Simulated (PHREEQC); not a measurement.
Make-up at 83 °C: 6.2 mol NaOH, 0.37 mol KCl and 8.1e-05 mol H4SiO4 per kg of water. Closed to the air; pH follows from the charge balance.

Equilibrium calculation in PHREEQC: Pitzer model, pitzer.dat.

Each row changes one thing in this solution. Precipitation was switched off in this run.

```tsv
case	pH	H3SiO4- (mol/kgw)	SI of SiO2(a) (SiO2)
as made	13.70	1.39e-8	-10.28
KCl left out	13.68	1.58e-8	-10.21
0.17 mol/kgw H2SO4 added	13.64	1.66e-8	-10.18
diluted 100-fold with water	11.22	5.68e-7	-6.12
H4SiO4 from 8.1e-05 to 8.91e-05 mol/kgw	13.70	1.53e-8	-10.24
```

In brines, pH and single-ion activities rest on the MacInnes convention. Away from 25 °C the constants follow the database's enthalpies or fits; those with neither stay at their 25 °C values.
